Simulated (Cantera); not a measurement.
Charge: 1 mol SiHCl₃, 0.079 mol C₂H₄, 130 mol H₂, equilibrated at 2227 °C and 1330 Pa.

These are equilibrium values from Cantera (NASA tables, ideal gas, pure condensed phases), not measurements of a reactor. Candidate condensed phases: C, C₆H₆, C₇H₈, C₈H₁₈, Si, SiC; 109 gas species. The tables' values for SiCl are old estimates; treat these amounts as uncertain. Gases not in the tables: Si₂H₆ and higher silanes. The numbers say what is thermodynamically allowed, not how fast it happens.

Base state: H₂ 0.780, H 0.192, HCl 0.0172, Si 0.00640, Cl 0.00300, C₂H₂ (acetylene) 0.000431, SiH 0.000172, SiC₂ 8.47e-5 (mole fractions); condensed: gas only.

### Question
What changes in the equilibrium state with this change: H₂ from 130 to 7 mol?

### Answer
| species | before | after |
|---|---|---|
| H₂ | 0.780 | 0.520 |
| HCl | 0.0172 | 0.192 |
| H | 0.192 | 0.157 |
| Si | 0.00640 | 0.0558 |
| SiCl₂ | 1.01e-5 | 0.0164 |
| Cl | 0.00300 | 0.0410 |
| SiCl₃ | 1.30e-9 | 2.87e-5 |
| Si₂C | 1.55e-5 | 0.00279 |
| SiCl | 6.20e-5 | 0.00737 |
| Si₂ | 3.07e-6 | 0.000233 |
The tables' values for SiCl, SiCl₃ are old estimates; treat these amounts as uncertain.

### Question
What changes in the equilibrium state with this change: temperature from 2227 °C to 1350 °C?

### Answer
```csv
species,before,after
H₂,0.780,0.978
HCl,0.0172,0.0198
SiCl₂,1.01e-5,0.00141
H,0.192,0.000592
Si,0.00640,1.17e-5
C₂H₂ (acetylene),0.000431,4.40e-9
SiC₂,8.47e-5,<1e-9
Si₂C,1.55e-5,4.35e-8
Cl,0.00300,9.46e-6
"Si(s), mol",0,0.651
"SiC(s), mol",0,0.158
```
Mutual solubility and eutectic melting of coexisting phases are not modelled.

### Question
What changes in the equilibrium state with this change: temperature from 2227 °C to 727 °C?

### Answer
| species | before | after |
|---|---|---|
| H₂ | 0.780 | 0.984 |
| HCl | 0.0172 | 0.0126 |
| SiCl₄ | <1e-9 | 0.00161 |
| H | 0.192 | 1.95e-8 |
| Si | 0.00640 | <1e-9 |
| Cl | 0.00300 | <1e-9 |
| SiHCl₃ | <1e-9 | 0.000889 |
| Si(s), mol | 0 | 0.452 |
| SiC(s), mol | 0 | 0.158 |
The tables' values for SiCl₃ are old estimates; treat these amounts as uncertain.
